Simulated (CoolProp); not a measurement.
R142b at 378.7 K and 1.37 MPa flows at 0.85 m/s in a round tube of 12.7 mm bore and 0.25 µm roughness, fully developed (64/Re and Nu = 3.66 if laminar; Colebrook and Gnielinski if turbulent). Each further row changes one setting.

Computed with CoolProp (reference Helmholtz-energy equation of state, Lemmon 2006). It is a short technical equation, of lower accuracy than the large ones.

| case | Reynolds number | Darcy friction factor | pressure drop (Pa/m) | heat-transfer coefficient (W/(m² K)) | mass flow (kg/h) |
|---|---|---|---|---|---|
| as stated | 42000 | 0.0218 | 32.9 | 146 | 20.6 |
| velocity 1.7 m/s | 84000 | 0.0188 | 113 | 254 | 41.1 |
| diameter 25.4 mm | 84000 | 0.0187 | 14.1 | 127 | 82.3 |

Viscosity comes from a separate model (Huber 2003), an estimate that may be off by 10 % or more. Thermal conductivity comes from a separate model (Huber 2003), an estimate that may be off by 10 % or more.
